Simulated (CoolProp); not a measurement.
Vapour-liquid equilibrium of ethane (1) + C3F8 (R218) (2) at 255 K; x and y are mole fractions of (1).

The numbers come from the multi-fluid Helmholtz-energy mixture model, Bücker 2006 and Lemmon 2006; pair parameters Bell 2016 in CoolProp.

| x | bubble pressure, mixture model (kPa) | bubble pressure, Raoult's law (kPa) | y, mixture model | y, Raoult's law |
|---|---|---|---|---|
| 0.05 | 333.2 | 283.1 | 0.348 | 0.264 |
| 0.125 | 502.4 | 378.9 | 0.579 | 0.494 |
| 0.2 | 658.0 | 474.6 | 0.688 | 0.630 |
| 0.275 | 792.8 | 570.4 | 0.750 | 0.721 |
| 0.35 | 905.4 | 666.2 | 0.789 | 0.786 |
| 0.425 | 998.1 | 761.9 | 0.817 | 0.835 |
| 0.5 | 1075 | 857.7 | 0.838 | 0.872 |
| 0.575 | 1143 | 953.5 | 0.857 | 0.902 |
| 0.65 | 1205 | 1049 | 0.875 | 0.927 |
| 0.725 | 1265 | 1145 | 0.893 | 0.947 |
| 0.8 | 1326 | 1241 | 0.915 | 0.965 |
| 0.875 | 1389 | 1337 | 0.940 | 0.979 |
| 0.95 | 1453 | 1432 | 0.973 | 0.992 |

The largest gap from Raoult's law is +39.0 % in bubble pressure, at x = 0.275. No azeotrope shows between x = 0.05 and 0.95.

The pair parameters rest on a limited set of measurements; away from them the model extrapolates.
